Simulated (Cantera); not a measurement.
# Pyrogenic steam for wet oxidation

A perfectly stirred reactor is fed with 13.2 % H2, 11.0 % O2, 75.8 % N2, at 0.800 bar; it is held at 1073 K, and followed from long to short residence time.

Cantera simulation using the H2/O2 subset of GRI-Mech 3.0, which has no nitrogen chemistry; the numbers are that mechanism's predictions, not measurements. The temperature is held fixed by assumption; the heat of reaction is taken as removed at once.

```csv
τ (s),x H2,x O2,x HO2,x OH,x H2O2
2.7,0.000538,0.0473,1.13e-5,7.08e-6,2.29e-6
0.74,0.00103,0.0475,1.75e-5,1.32e-5,4.21e-6
0.21,0.00177,0.0479,2.38e-5,2.68e-5,5.15e-6
0.057,0.00300,0.0484,3.04e-5,5.71e-5,4.79e-6
0.016,0.00514,0.0494,3.69e-5,0.000116,4.14e-6
0.0044,0.00913,0.0513,4.31e-5,0.000228,3.81e-6
0.0012,0.0166,0.0548,4.88e-5,0.000425,3.86e-6
```
x: mole fraction; the columns are a selection and need not sum to one.
